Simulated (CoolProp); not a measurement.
Vapour-liquid equilibrium of carbon dioxide (1) + propane (2) at 5.35 bar; x and y are mole fractions of (1).

Values from CoolProp's multi-fluid Helmholtz-energy mixture model, Span 1996 and Lemmon 2009; pair parameters Kunz 2012.

Question: Give the bubble temperature and the first vapour's composition at x = 0.15, 0.75, 0.85. Is there an azeotrope?

Answer: x = 0.15: 242.9 K, y = 0.708; x = 0.75: 219.6 K, y = 0.932; x = 0.85: 218.8 K, y = 0.945. No azeotrope shows between x = 0.05 and 0.95.

The pair parameters rest on a limited set of measurements; away from them the model extrapolates. With so large a gap from Raoult's law the liquid may split in two, which this calculation doesn't test in full.
